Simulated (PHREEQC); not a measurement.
Model water analysis in mmol/kgw, 10 °C, pH 1.97, pe 12.3:

| constituent | mmol/kgw |
|---|---|
| Na | 2.14 |
| K | 0.0186 |
| Ca | 12.2 |
| Mg | 0.449 |
| Cl | 9.11 |
| S(6) | 19.5 |
| Fe(3) | 0.0192 |

Cl is adjusted to close the charge balance.
Valence states are taken as typed.

Computed with PHREEQC (ion-association model, phreeqc.dat).

This is a speciation only: nothing precipitates in the calculation.

**Question.** Estimate the ionic strength.

**Answer.** ionic strength 0.0530 mol/kgw.

**Question.** In which forms is S present?

**Answer.** SO4-2 57 %, HSO4- 24 %, CaSO4 17 %, CaHSO4+ 1.2 %, MgSO4 0.6 % of the S.

The solution is supersaturated, for example in Hematite (slow to form), so a real one may precipitate; this is no full list. Complexes and solids missing from the database can't appear. Constants without temperature data keep their 25 °C values here.
